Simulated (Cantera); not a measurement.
Source: NASA polynomial tables (part measured, part estimated), evaluated in Cantera. Values are per mole of reaction as written; species without (g) are pure solids or liquids, kept so even where they would boil at 1 bar.

Between 473 and 1473 K, where is each reaction favourable under standard conditions?
- Cl2(g) + CaF2 ⇌ CaCl2 + F2(g)


- Cl2(g) + CaF2 ⇌ CaCl2 + F2(g): ΔG° is 423 kJ at 473 K and 396 kJ at 1473 K; it stays positive (K < 1). ΔH° is 453 kJ and ΔS° 38 J/K at 1473 K.
